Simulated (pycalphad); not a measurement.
CALPHAD calculation (pycalphad, COST 507 light-alloy database (1999)), 1 atm. These are 1990s assessments: newer ones move some temperatures and phases. Phase fractions are per mole of atoms.

Give the equilibrium state of Sn-10.43Si (at.%) at 975 K.


```
T = 975.00 K, P = 101325 Pa, N = 1 mol of atoms
G = -65900 J/mol, H = 25584 J/mol, S = 93.83 J/(mol K)  (SER reference)
chemical potentials (J/mol): Sn -70173, Si -29207
phase             fraction      x(Sn)      x(Si)
LIQUID              0.8982     0.9973     0.0027
DIAMOND_A4          0.1018   4.38e-07     1.0000
```

Give the equilibrium state of Sn-10.43Si (at.%) at 500 K.


```
T = 500.00 K, P = 101325 Pa, N = 1 mol of atoms
G = -25453 J/mol, H = 5671 J/mol, S = 62.25 J/(mol K)  (SER reference)
chemical potentials (J/mol): Sn -27180, Si -10615
phase             fraction      x(Sn)      x(Si)
BCT_A5              0.8957     1.0000       none
DIAMOND_A4          0.1043   1.89e-07     1.0000
```

DIAMOND_A4 is diamond (Si); BCT_A5 is bct (Sn). An entry "none" or "no" means that the model of the phase leaves that element out.
